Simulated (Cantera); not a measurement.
**Reactions in the system Cl-H-Na**

Source: NASA polynomial tables (part measured, part estimated), evaluated in Cantera. Values are per mole of reaction as written; species without (g) are pure solids or liquids, kept so even where they would boil at 1 bar.

H₂(g) + 2 NaCl(g) → 2 HCl(g) + 2 Na

```tsv
T (K)	ΔH° (kJ)	ΔS° (J/K)	ΔG° (kJ)	log10 K
700	189.9	-85.8	250.0	-18.66
800	191.3	-83.9	258.5	-16.88
900	192.8	-82.3	266.8	-15.48
1000	194.2	-80.8	274.9	-14.36
1100	195.7	-79.3	282.9	-13.44
1200	197.3	-77.9	290.8	-12.66
1300	199.1	-76.5	298.5	-11.99
1400	201.1	-75.0	306.1	-11.42
1500	203.2	-73.5	313.5	-10.92
```
